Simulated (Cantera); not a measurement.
A closed system holds: 1 mol Si, 1.4 mol F2, 9.9 mol HCl, equilibrated at 1498.15 K and 0.100 bar.

These are equilibrium values from Cantera (NASA tables, ideal gas, pure condensed phases), not measurements of a reactor. Candidate condensed phases: Si; 37 gas species. The tables' values for SiCl3, SiF3, SiF2 are old estimates; treat these amounts as uncertain. Rates play no part.

Base state: HCl 0.838, SiF4 0.0639, H2 0.0546, SiCl4 0.0271, HF 0.0108, SiCl3 0.00297, SiF3 0.00138, SiCl2 0.00104 (mole fractions); condensed: gas only.

### Question
What changes in the equilibrium state with this change: pressure from 0.100 bar to 10.0 mbar?

### Answer
| species | before | after |
|---|---|---|
| HCl | 0.838 | 0.845 |
| SiF4 | 0.0639 | 0.0614 |
| H2 | 0.0546 | 0.0467 |
| SiCl4 | 0.0271 | 0.0187 |
| HF | 0.0108 | 0.0118 |
| SiF2 | 1.70e-5 | 0.000117 |
| SiCl2 | 0.00104 | 0.00603 |
| Cl | 0.000157 | 0.000543 |
| H | 1.27e-5 | 3.72e-5 |
| SiF3 | 0.00138 | 0.00355 |
